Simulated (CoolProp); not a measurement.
Vapour-liquid equilibrium of R125 (1) + R143a (2) at 207.2 K; x and y are mole fractions of (1).

The numbers come from the multi-fluid Helmholtz-energy mixture model, Lemmon 2005 and Lemmon and Jacobsen 2000; pair parameters Lemmon 2004 in CoolProp.

```json
[
 {"x": "0.05", "bubble pressure, mixture model (MPa)": "0.03769", "bubble pressure, Raoult's law (MPa)": "0.03805", "y, mixture model": "0.042", "y, Raoult's law": "0.051"},
 {"x": "0.15", "bubble pressure, mixture model (MPa)": "0.03711", "bubble pressure, Raoult's law (MPa)": "0.03810", "y, mixture model": "0.134", "y, Raoult's law": "0.152"},
 {"x": "0.25", "bubble pressure, mixture model (MPa)": "0.03667", "bubble pressure, Raoult's law (MPa)": "0.03815", "y, mixture model": "0.233", "y, Raoult's law": "0.252"},
 {"x": "0.35", "bubble pressure, mixture model (MPa)": "0.03638", "bubble pressure, Raoult's law (MPa)": "0.03820", "y, mixture model": "0.338", "y, Raoult's law": "0.353"},
 {"x": "0.45", "bubble pressure, mixture model (MPa)": "0.03626", "bubble pressure, Raoult's law (MPa)": "0.03825", "y, mixture model": "0.448", "y, Raoult's law": "0.453"},
 {"x": "0.55", "bubble pressure, mixture model (MPa)": "0.03630", "bubble pressure, Raoult's law (MPa)": "0.03830", "y, mixture model": "0.558", "y, Raoult's law": "0.553"},
 {"x": "0.65", "bubble pressure, mixture model (MPa)": "0.03653", "bubble pressure, Raoult's law (MPa)": "0.03835", "y, mixture model": "0.667", "y, Raoult's law": "0.653"},
 {"x": "0.75", "bubble pressure, mixture model (MPa)": "0.03692", "bubble pressure, Raoult's law (MPa)": "0.03840", "y, mixture model": "0.772", "y, Raoult's law": "0.752"},
 {"x": "0.85", "bubble pressure, mixture model (MPa)": "0.03746", "bubble pressure, Raoult's law (MPa)": "0.03845", "y, mixture model": "0.869", "y, Raoult's law": "0.852"},
 {"x": "0.95", "bubble pressure, mixture model (MPa)": "0.03814", "bubble pressure, Raoult's law (MPa)": "0.03850", "y, mixture model": "0.959", "y, Raoult's law": "0.951"}
]
```

The largest gap from Raoult's law is -5.2 % in bubble pressure, at x = 0.45. y crosses x between x = 0.45 and 0.55: the model has an azeotrope there.

Pair parameters are fitted to limited data, so mixtures are less certain than the pure fluids.
